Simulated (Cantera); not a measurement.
Charge: 1 mol SiCl4, 0.011 mol C2H2, 1500 mol H2, equilibrated at 1825 K and 2.30 mbar.

Cantera equilibrium calculation (NASA polynomials, part measured and part estimated; ideal gas, pure solids and liquids). Candidate condensed phases: C, C6H6, C7H8, C8H18, Si, SiC; 109 gas species. Gases not in the tables: Si2H6 and higher silanes. The numbers say what is thermodynamically allowed, not how fast it happens.

Base state: H2 0.988, H 0.00913, HCl 0.00261, Si 0.000590, SiH 2.99e-5, Cl 1.84e-5, SiH2 1.05e-5 (mole fractions); condensed: SiC(s).

**Question.** What changes in the equilibrium state with this change: temperature from 1825 K to 1350 K?

**Answer.** 
```tsv
species	before	after
H2	0.988	0.997
HCl	0.00261	0.00262
H	0.00913	4.96e-5
Si	0.000590	8.67e-8
SiCl2	6.16e-6	1.94e-5
SiH	2.99e-5	2.65e-8
Cl	1.84e-5	1.09e-7
SiC(s), mol	0.00548	0.0219
Si(s), mol	0	0.948
```
Mutual solubility and eutectic melting of coexisting phases are not modelled.
